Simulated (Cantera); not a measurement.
Equilibrium for silicon carbide growth: SiCl₄ + C₂H₄ + H₂

Feed: 1 mol SiCl₄, 0.013 mol C₂H₄, 400 mol H₂, at 12.0 mbar.

These are equilibrium values from Cantera (NASA tables, ideal gas, pure condensed phases), not measurements of a reactor. Candidate condensed phases: C, C₆H₆, C₇H₈, C₈H₁₈, Si, SiC; 109 gas species. Mutual solubility and eutectic melting of coexisting phases are not modelled. The tables' values for SiCl, SiCl₃ are old estimates; treat these amounts as uncertain. Gases not in the tables: Si₂H₆ and higher silanes. Equilibrium is a limit: real reactors are often held back by kinetics, nucleation or transport.

From 1023 K to 1623 K the condensed part is Si(s) + SiC(s). From 1773 K to 1923 K the condensed part is Si(l) + SiC(s). From 2073 K to 2523 K nothing is condensed. The main Si-bearing gas is SiCl₄ at 1023 K and Si at 2523 K.

| T (K) | log p H₂ | log p H | log p HCl | log p Si | log p Cl | log p SiCl₂ | log p SiCl₄ | n Si(s) | n SiC(s) | n Si(l) |
|---|---|---|---|---|---|---|---|---|---|---|
| 1023 | -1.92 | -9.35 | -3.99 | <-13 | -11.44 | -5.80 | -5.76 | 0.789 | 0.0258 | 0 |
| 1173 | -1.93 | -7.89 | -3.94 | -12.31 | -9.97 | -5.61 | -7.42 | 0.883 | 0.0259 | 0 |
| 1323 | -1.93 | -6.76 | -3.95 | -10.05 | -8.86 | -5.53 | -8.84 | 0.874 | 0.0259 | 0 |
| 1473 | -1.93 | -5.86 | -3.95 | -8.26 | -7.97 | -5.47 | -9.97 | 0.860 | 0.0259 | 0 |
| 1623 | -1.93 | -5.12 | -3.95 | -6.81 | -7.25 | -5.43 | -10.88 | 0.840 | 0.0259 | 0 |
| 1773 | -1.93 | -4.51 | -3.95 | -5.67 | -6.65 | -5.47 | -11.70 | 0 | 0.0252 | 0.760 |
| 1923 | -1.93 | -3.99 | -3.95 | -4.77 | -6.14 | -5.56 | -12.45 | 0 | 0.0141 | 0.182 |
| 2073 | -1.94 | -3.55 | -3.94 | -4.60 | -5.69 | -6.20 | -13.63 | 0 | 0 | 0 |
| 2223 | -1.95 | -3.17 | -3.96 | -4.57 | -5.31 | -6.92 | <-13 | 0 | 0 | 0 |
| 2373 | -1.98 | -2.85 | -3.99 | -4.57 | -5.00 | -7.60 | <-13 | 0 | 0 | 0 |
| 2523 | -2.04 | -2.57 | -4.06 | -4.59 | -4.75 | -8.26 | <-13 | 0 | 0 | 0 |
log p: log10 of the partial pressure in bar; n: condensed amount in mol.
